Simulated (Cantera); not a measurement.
A freely propagating, adiabatic, planar premixed flame of CH₄ : CO : O₂ : N₂ = 1 : 0.46 : 2.23 : 8.38 (molar parts), unburnt at 423 K and 2.47 atm; mixture-averaged transport, grid criteria slope 0.08 and curve 0.16, no radiation.

Computed with Cantera and GRI-Mech 3.0 (53 species, 325 reactions). Burning velocities carry a grid error of a few per cent, more on coarse grids.

**Question.** Predict: laminar burning velocity; thermal thickness; peak x(CH₃); peak x(CH₂).

**Answer.** 
```json
{
  "laminar_burning_velocity": "55.9 cm/s",
  "thermal_thickness": "0.183 mm",
  "peak x(CH₃)": "0.00170",
  "peak x(CH₂)": "3.64e-5"
}
```
